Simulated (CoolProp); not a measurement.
A closed Brayton cycle with carbon dioxide: compressor inlet 315.15 K and 9.2 MPa, high pressure 25.9 MPa, turbine inlet 925 K, compressor efficiency 0.89, turbine efficiency 0.93, recuperator effectiveness 0 (on enthalpy, no pinch check). Each further row changes one setting.

Computed with CoolProp (reference Helmholtz-energy equation of state, Span 1996).

```
case                           thermal efficiency (%)  net work (kJ/kg)  compressor to turbine work  compressor exit (K)  turbine exit (K)
-----------------------------  ----------------------  ----------------  --------------------------  -------------------  ----------------
as stated                                        16.3               125                        0.21                367.5             787.7
turbine inlet 875 K                              16.4               116                        0.22                367.5             742.5
compressor inlet 325.15 K                        16.1               112                        0.30                403.0             787.7
high pressure 22 MPa                             14.0               109                        0.20                358.9             808.6
recuperator effectiveness 0.5                    24.1               125                        0.21                367.5             787.7
```
